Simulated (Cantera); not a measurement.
# Premixed flame

A freely propagating, adiabatic, planar premixed flame of H2 : O2 : N2 = 1 : 0.746 : 2.81 (molar parts), equivalence ratio 0.67, unburnt at 600 K and 1.01 bar; multicomponent+Soret transport, grid criteria slope 0.08 and curve 0.16, no radiation.

Cantera simulation using the H2/O2 subset of GRI-Mech 3.0, which has no nitrogen chemistry; the numbers are that mechanism's predictions, not measurements. Burning velocities carry a grid error of a few per cent, more on coarse grids. Lean hydrogen flames are cellular in practice and burn faster than this planar one.

```tsv
z (mm)	T (K)	u (m/s)	x H2	x O2	x H2O	x OH	x O	x H2O2
-1.27	600	4.65	0.219	0.164	<1e-8	<1e-8	<1e-8	<1e-8
-0.845	600	4.65	0.219	0.164	<1e-8	<1e-8	<1e-8	<1e-8
-0.634	600	4.65	0.219	0.164	9.30e-8	<1e-8	<1e-8	<1e-8
-0.422	600	4.64	0.218	0.164	3.37e-6	<1e-8	1.77e-8	1.96e-8
-0.211	630	4.78	0.200	0.167	0.00205	8.29e-5	1.44e-5	9.52e-6
-0.106	847	6.24	0.160	0.161	0.0251	0.000786	0.000440	1.86e-5
0	1227	8.84	0.0858	0.125	0.0996	0.00358	0.00518	7.71e-6
0.106	1503	10.8	0.0331	0.0835	0.169	0.00891	0.0116	3.88e-6
0.211	1648	11.8	0.0200	0.0701	0.192	0.0118	0.0129	2.14e-6
0.422	1799	12.7	0.0155	0.0650	0.204	0.0137	0.0109	1.09e-6
0.845	1938	13.6	0.0116	0.0625	0.215	0.0139	0.00762	6.03e-7
1.69	2050	14.3	0.00723	0.0611	0.225	0.0123	0.00449	3.73e-7
3.38	2124	14.7	0.00373	0.0607	0.233	0.00953	0.00225	2.52e-7
```
x: mole fraction of selected species; z is measured from the peak of heat release.

laminar burning velocity: 465 cm/s
thermal thickness: 0.422 mm
peak x(OH): 0.0141
peak x(O): 0.0129
peak x(H2O2): 1.98e-5
grid points: 123
